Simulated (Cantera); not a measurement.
Feed: 1 mol Si2Cl6, 17 mol NH3, 2.8 mol H2, held at 13300 Pa.

Method: chemical equilibrium by Gibbs-energy minimisation in Cantera with the NASA 1993 tables (ideal gas, pure condensed phases). Candidate condensed phases: NH4Cl, Si, Si3N4; 28 gas species. The feed counts by its element totals alone. The tables' values for SiCl3, SiCl, SiN are old estimates; treat these amounts as uncertain. Gases not in the tables: Si2H6 and higher silanes. The numbers say what is thermodynamically allowed, not how fast it happens.

x: gas mole fraction; n: condensed amount in mol.

```json
[
 {"T (K)": "1400", "x H2": "0.659", "x N2": "0.187", "x HCl": "0.154", "x SiCl2": "0.000398", "n Si3N4(s)": "0.656", "n Si(l)": "0"},
 {"T (K)": "1475", "x H2": "0.659", "x N2": "0.187", "x HCl": "0.152", "x SiCl2": "0.00121", "n Si3N4(s)": "0.645", "n Si(l)": "0"},
 {"T (K)": "1550", "x H2": "0.660", "x N2": "0.188", "x HCl": "0.147", "x SiCl2": "0.00316", "n Si3N4(s)": "0.619", "n Si(l)": "0"},
 {"T (K)": "1625", "x H2": "0.663", "x N2": "0.191", "x HCl": "0.139", "x SiCl2": "0.00702", "n Si3N4(s)": "[?]", "n Si(l)": "0"},
 {"T (K)": "1700", "x H2": "0.666", "x N2": "0.194", "x HCl": "0.126", "x SiCl2": "0.0131", "n Si3N4(s)": "[?]", "n Si(l)": "0"},
 {"T (K)": "1775", "x H2": "0.670", "x N2": "0.198", "x HCl": "0.110", "x SiCl2": "0.0210", "n Si3N4(s)": "[?]", "n Si(l)": "0"},
 {"T (K)": "1850", "x H2": "0.674", "x N2": "0.203", "x HCl": "0.0923", "x SiCl2": "0.0293", "n Si3N4(s)": "[?]", "n Si(l)": "0"},
 {"T (K)": "1925", "x H2": "0.665", "x N2": "0.213", "x HCl": "0.0880", "x SiCl2": "0.0305", "n Si3N4(s)": "0", "n Si(l)": "0.751"},
 {"T (K)": "2000", "x H2": "0.662", "x N2": "0.213", "x HCl": "0.0901", "x SiCl2": "0.0293", "n Si3N4(s)": "0", "n Si(l)": "0.781"}
]
```

**Question.** What belongs in the gaps?

**Answer.** 
- 1625, n Si3N4(s): 0.567
- 1700, n Si3N4(s): 0.487
- 1775, n Si3N4(s): 0.384
- 1850, n Si3N4(s): 0.273
